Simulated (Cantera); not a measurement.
**Moist CO burnout**

An isothermal, constant-pressure homogeneous reactor starts with 0.696 % CO, 4.70 % O2, 0.517 % H2O, 94.1 % N2, equivalence ratio 0.074, at 923 K and 6300 Torr.

Detailed kinetics in Cantera: GRI-Mech 3.0 (53 species, 325 reactions).

```tsv
t (s)	x CO	x O2	x H2O	x H	x H2
2.00e-6	0.00696	0.0470	0.00517	<1e-12	<1e-12
1.18e-5	0.00696	0.0470	0.00517	<1e-12	<1e-12
7.00e-5	0.00696	0.0470	0.00517	<1e-12	<1e-12
0.000414	0.00696	0.0470	0.00517	<1e-12	<1e-12
0.00245	0.00696	0.0470	0.00517	<1e-12	<1e-12
0.0145	0.00696	0.0470	0.00517	<1e-12	1.67e-12
0.0857	0.00696	0.0470	0.00517	1.79e-12	5.13e-11
0.507	0.00694	0.0470	0.00517	1.82e-11	3.78e-9
3.00	0.00630	0.0467	0.00518	4.80e-11	1.65e-7
```
x: mole fraction; the columns are a selection and need not sum to one.

Equilibrium at this temperature and pressure: CO <1e-12, O2 0.0437, H2O 0.00519, H <1e-12, H2 <1e-12 (gas phase only).
